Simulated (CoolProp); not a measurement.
A simple Rankine cycle with water: condensing at 317.15 K, boiler at 2.13 MPa, turbine inlet 493.8 K, turbine efficiency 0.75, pump efficiency 0.8, no recuperator. Each further row changes one setting.

Computed with CoolProp (reference Helmholtz-energy equation of state, Wagner 2002).

```tsv
case	thermal efficiency (%)	net work (kJ/kg)	heat in (kJ/kg)	turbine exit temperature (K)	volume ratio over the turbine
as stated	[?]	610	2630	317.2	142
turbine inlet 513.8 K	23.3	[?]	2690	317.2	[?]
condensing temperature 309.15 K	24.2	644	[?]	309.2	210
boiler pressure 1.49 MPa	21.9	584	2670	317.2	98.0
turbine efficiency 0.65	20.1	528	2630	317.2	147
```

Task: Some entries are withheld; supply them.

Result: 
- as stated, thermal efficiency (%): 23.2
- turbine inlet 513.8 K, net work (kJ/kg): 625
- turbine inlet 513.8 K, volume ratio over the turbine: 136
- condensing temperature 309.15 K, heat in (kJ/kg): 2660

The expansion ends wet for: as stated; turbine inlet 513.8 K; condensing temperature 309.15 K; boiler pressure 1.49 MPa; turbine efficiency 0.65.
